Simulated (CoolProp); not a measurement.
Vapour-liquid equilibrium of propylene (1) + n-hexane (2) at 43.9 kPa; x and y are mole fractions of (1).

Computed with CoolProp (multi-fluid Helmholtz-energy mixture model, Lemmon 2013 and Thol 2019; pair parameters Bell 2016).

| x | bubble temperature, mixture model (°C) | bubble temperature, Raoult's law (°C) | y, mixture model | y, Raoult's law |
|---|---|---|---|---|
| 0.05 | -4.3 | 6.9 | … | 0.813 |
| 0.15 | -30.6 | -22.1 | 0.981 | 0.968 |
| 0.25 | -39.5 | -35.0 | 0.991 | 0.989 |
| 0.35 | -44.8 | -42.9 | … | 0.995 |
| 0.45 | -48.8 | -48.5 | 0.997 | 0.997 |
| 0.55 | … | -52.8 | 0.998 | 0.998 |
| 0.65 | … | -56.2 | 0.999 | 0.999 |
| 0.75 | -58.6 | -59.0 | 0.999 | 0.999 |
| 0.85 | … | -61.4 | 1.000 | 1.000 |
| 0.95 | -63.5 | -63.5 | 1.000 | 1.000 |

Q: What belongs in the gaps?

A: 
- 0.05, y, mixture model: 0.893
- 0.35, y, mixture model: 0.994
- 0.55, bubble temperature, mixture model (°C): -52.4
- 0.65, bubble temperature, mixture model (°C): -55.6
- 0.85, bubble temperature, mixture model (°C): -61.2

The largest gap from Raoult's law is -11.2 K in bubble temperature, at x = 0.05. No azeotrope shows between x = 0.05 and 0.95.

Pair parameters are fitted to limited data, so mixtures are less certain than the pure fluids. The gap from Raoult's law changes sign with composition, which may be real or a fault of the pair parameters; it wasn't checked against measurements.
